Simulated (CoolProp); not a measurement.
The numbers come from the reference Helmholtz-energy equation of state, Lemmon 2003 in CoolProp. It is a pseudo-pure fit of the blend.

Task: For R404A, give the phase and the cv (kJ/(kg K)), viscosity (µPa s), conductivity (mW/(m K)) at 500 K and 9.54 kPa; 500 K and 715 kPa.

Result: 
- 500 K and 9.54 kPa: gas; cv 1.09, viscosity 20.1, conductivity 28.2
- 500 K and 715 kPa: gas; cv 1.09, viscosity 20.2, conductivity 28.7

Viscosity comes from a separate model (Geller 2000). Thermal conductivity comes from a separate model (Geller 2001).
